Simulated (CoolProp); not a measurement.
Vapour pressure (bar) of R124: the reference equation beside estimates from Tc = 122.3 °C, pc = 36.24 bar, ω = 0.288. Clausius-Clapeyron is anchored at 28.35 °C with a constant enthalpy of vaporisation of 19.73 kJ/mol.

Values from CoolProp's reference Helmholtz-energy equation of state, de Vries 1995.

```tsv
T (°C)	reference	Lee-Kesler	Clausius-Clapeyron	Soave-Redlich-Kwong	Peng-Robinson
16.15	2.884	2.892	3.041	2.891	2.869
28.35	4.238	4.255	4.238	4.261	4.215
40.55	6.025	?	5.756	6.075	?
52.85	8.346	8.375	7.658	8.436	8.323
65.05	11.25	11.28	9.958	?	?
77.35	14.88	14.90	12.74	15.09	14.91
89.55	19.28	?	16.00	19.55	19.36
101.75	24.61	?	19.79	24.92	24.74
```

**Question.** What belongs in the gaps?

**Answer.** 
- 40.55, Lee-Kesler: 6.051
- 40.55, Peng-Robinson: 5.998
- 65.05, Soave-Redlich-Kwong: 11.39
- 65.05, Peng-Robinson: 11.24
- 89.55, Lee-Kesler: 19.29
- 101.75, Lee-Kesler: 24.63

Absolute difference from the reference over all 8 rows, mean and median: Lee-Kesler 0.2 and 0.3 %, Clausius-Clapeyron 10.1 and 9.9 %, Soave-Redlich-Kwong 1.0 and 1.2 %, Peng-Robinson 0.4 and 0.4 %.
